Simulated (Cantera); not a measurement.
Feed: 1 mol C2H5OH, a varied amount of H2O, equilibrated at 1727 °C and 1 atm.

Cantera equilibrium calculation (NASA polynomials, part measured and part estimated; ideal gas, pure solids and liquids). Candidate condensed phases: C, C6H6, C7H8, C8H18, H2O; 110 gas species. The numbers say what is thermodynamically allowed, not how fast it happens.

### Question
At 1.4 mol H2O, list the 5 most abundant gas species with their mole fractions, and the condensed phases.

### Answer
H2 0.630, CO 0.306, H2O 0.0565, CO2 0.00599, H 0.00128. Condensed: gas only.
